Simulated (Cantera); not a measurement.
A perfectly stirred reactor is fed with NH3 : N2 = 1 : 1.9 (molar parts), at 100.0 Torr; it is held at 1748 K, and followed from long to short residence time.

Model: the gas-phase N/H chemistry of the illustrative SiF4/NH3 mechanism in the Surface Chemkin manual (1991), integrated in Cantera. Walls and surfaces, which speed up NH3 decomposition in real reactors, are not modelled.

Problem. Predict: x(NH3) at τ = 1.60 s; x(NH) at τ = 1.60 s; x(N) at τ = 1.60 s; x(H) at τ = 1.60 s; x(H2) at τ = 1.60 s; x(NH3) at τ = 60.0 ms; x(NH) at τ = 60.0 ms; x(N) at τ = 60.0 ms; x(H) at τ = 60.0 ms; x(H2) at τ = 60.0 ms.

Solution. 
```json
{
  "x(NH3) at τ = 1.60 s": "0.234",
  "x(NH) at τ = 1.60 s": "1.83e-6",
  "x(N) at τ = 1.60 s": "9.72e-8",
  "x(H) at τ = 1.60 s": "3.13e-5",
  "x(H2) at τ = 1.60 s": "0.123",
  "x(NH3) at τ = 60.0 ms": "0.339",
  "x(NH) at τ = 60.0 ms": "1.23e-6",
  "x(N) at τ = 60.0 ms": "1.19e-8",
  "x(H) at τ = 60.0 ms": "1.81e-6",
  "x(H2) at τ = 60.0 ms": "0.00665"
}
```
